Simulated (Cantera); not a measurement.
**Gas activation for diamond growth**

An isothermal, constant-pressure homogeneous reactor starts with 1.77 % CH₄, 98.2 % H₂, at 2575 K and 0.190 bar.

Computed with Cantera and GRI-Mech 3.0 (53 species, 325 reactions). GRI-Mech 3.0 stops at C3 and has no aromatics, soot or wall deposition, so with more carbon than oxygen in the feed, carbon stays in small species such as C2H2 where larger ones or solid carbon would form.

| t (s) | x CH₄ | x H₂ | x C₂H | x CH₃ | x CH₂ |
|---|---|---|---|---|---|
| 4.00e-6 | 0.0171 | 0.981 | 3.96e-12 | 0.000526 | 1.10e-6 |
| 1.68e-5 | 0.0158 | 0.976 | 4.73e-9 | 0.00178 | 1.60e-5 |
| 7.09e-5 | 0.0109 | 0.963 | 1.77e-6 | 0.00422 | 0.000118 |
| 0.000299 | 0.00215 | 0.951 | 2.23e-5 | 0.00153 | 9.06e-5 |
| 0.00126 | 0.000194 | 0.940 | 3.78e-5 | 0.000189 | 1.69e-5 |
| 0.00529 | 2.62e-5 | 0.924 | 5.09e-5 | 3.38e-5 | 4.11e-6 |
| 0.0223 | 1.64e-5 | 0.915 | 5.78e-5 | 2.41e-5 | 3.34e-6 |
| 0.0938 | 1.64e-5 | 0.915 | 5.79e-5 | 2.40e-5 | 3.33e-6 |
| 0.395 | 1.64e-5 | 0.915 | 5.79e-5 | 2.40e-5 | 3.33e-6 |
| 1.66 | 1.64e-5 | 0.915 | 5.79e-5 | 2.40e-5 | 3.33e-6 |
| 7.00 | 1.64e-5 | 0.915 | 5.79e-5 | 2.40e-5 | 3.33e-6 |
x: mole fraction; the columns are a selection and need not sum to one.

Equilibrium at this temperature and pressure: CH₄ 1.66e-5, H₂ 0.915, C₂H 5.79e-5, CH₃ 2.44e-5, CH₂ 3.38e-6 (gas phase only).
